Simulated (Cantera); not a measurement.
A closed system holds: 1 mol CH₃Cl, 0.013 mol HCl, equilibrated at 2725 K and 3.10 Pa.

Cantera equilibrium calculation (NASA polynomials, part measured and part estimated; ideal gas, pure solids and liquids). Candidate condensed phases: C, C₆H₆, C₇H₈, C₈H₁₈; 91 gas species. The numbers say what is thermodynamically allowed, not how fast it happens.

Base state: H 0.662, Cl 0.224, C₃ 0.0517, C 0.0465, C₂ 0.00979, H₂ 0.00349, HCl 0.00170, C₂H 0.000489 (mole fractions); condensed: gas only.

Q: What changes in the equilibrium state with this change: pressure from 3.10 Pa to 1.00 bar?

A: 
```csv
species,before,after
H₂,0.00349,0.460
HCl,0.00170,0.456
H,0.662,0.0423
C,0.0465,2.84e-6
C₃,0.0517,1.22e-5
C₂H₂ (acetylene),2.32e-5,0.0119
Cl,0.224,0.0291
CH₃,<1e-9,3.58e-5
CH₄,<1e-9,2.29e-5
C₂,0.00979,1.18e-6
"C(graphite), mol",0,0.948
```

Q: What changes in the equilibrium state with this change: temperature from 2725 K to 1823.15 K?

A: 
| species | before | after |
|---|---|---|
| H₂ | 0.00349 | 0.467 |
| HCl | 0.00170 | 0.442 |
| H | 0.662 | 0.0532 |
| C₃ | 0.0517 | 7.43e-9 |
| C | 0.0465 | 1.50e-8 |
| Cl | 0.224 | 0.0384 |
| C₂ | 0.00979 | <1e-9 |
| C₅ | 9.76e-5 | <1e-9 |
| C₄ | 3.76e-5 | <1e-9 |
| CH | 1.13e-5 | <1e-9 |
| C(graphite), mol | 0 | 1.000 |
